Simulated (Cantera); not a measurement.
## Thermodynamics of carbothermic reduction, feed Fe2O3 + CH4 + CO

Feed: 1 mol Fe2O3, 1.3 mol CH4, 0.21 mol CO, at 2027 °C.

These are equilibrium values from Cantera (NASA tables, ideal gas, pure condensed phases), not measurements of a reactor. Candidate condensed phases: C, C6H6, C7H8, C8H18, Fe, Fe(CO)5, FeO, Fe(OH)2, Fe(OH)3, Fe2O3, Fe3O4, H2O; 114 gas species. Each liquid is taken as pure. Mutual solubility and eutectic melting of coexisting phases are not modelled. The tables' stoichiometric FeO is somewhat more stable than real wüstite, so its field is too wide. FeO: taken at fixed stoichiometry. The numbers say what is thermodynamically allowed, not how fast it happens.

From 0.000100 bar to 0.00100 bar nothing is condensed. At 0.0100 bar the condensed part is FeO(l). From 0.100 bar to 10.0 bar the condensed part is Fe(l) + FeO(l). The main Fe-bearing gas is Fe throughout.

| P (Pa) | x H2 | x CO | x Fe | x H | x H2O | x O | x CO2 | x OH | x O2 | x FeO | n FeO(l) | n Fe(l) |
|---|---|---|---|---|---|---|---|---|---|---|---|---|
| 10 | 0.0964 | 0.168 | 0.242 | 0.300 | 0.0595 | 0.0636 | 0.0185 | 0.0299 | 0.0164 | 0.00555 | 0 | 0 |
| 100 | 0.154 | 0.190 | 0.288 | 0.120 | 0.165 | 0.0110 | 0.0363 | 0.0207 | 0.00495 | 0.0115 | 0 | 0 |
| 1000 | 0.190 | 0.204 | 0.301 | 0.0421 | 0.204 | 0.00111 | 0.0390 | 0.00729 | 0.000496 | 0.0120 | 0.0557 | 0 |
| 10000 | 0.386 | 0.312 | 0.0665 | 0.0190 | 0.187 | 5.00e-5 | 0.0270 | 0.00149 | 1.01e-5 | 0.00120 | 0.732 | 0.965 |
| 100000 | 0.419 | 0.335 | 0.00665 | 0.00627 | 0.203 | 5.00e-6 | 0.0290 | 0.000490 | 1.01e-6 | 0.000120 | 0.731 | 1.24 |
| 1000000 | 0.424 | 0.338 | 0.000665 | 0.00199 | 0.206 | 5.00e-7 | 0.0292 | 0.000156 | 1.01e-7 | 1.20e-5 | 0.730 | 1.27 |
x: gas mole fraction; n: condensed amount in mol.
